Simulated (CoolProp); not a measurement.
A simple Rankine cycle with ammonia: condensing at 310.15 K, boiler at 5.92 MPa, turbine inlet 385.3 K, turbine efficiency 0.65, pump efficiency 0.8, no recuperator. Each further row changes one setting.

Computed with CoolProp (reference Helmholtz-energy equation of state, Gao 2020).

| case | thermal efficiency (%) | net work (kJ/kg) | heat in (kJ/kg) | turbine exit temperature (K) | volume ratio over the turbine |
|---|---|---|---|---|---|
| as stated | 9.0 | 103 | 1150 | 310.1 | 3.77 |
| turbine inlet 405.3 K | 9.3 | 115 | 1230 | 311.5 | 3.52 |
| condensing temperature 302.15 K | 10.1 | 120 | 1180 | 302.1 | 4.69 |
| boiler pressure 4.14 MPa | 7.3 | 89.7 | 1230 | 317.8 | 2.55 |
| turbine efficiency 0.55 | 7.5 | 85.6 | 1150 | 310.1 | 3.83 |

The expansion ends wet for: as stated; condensing temperature 302.15 K; turbine efficiency 0.55.
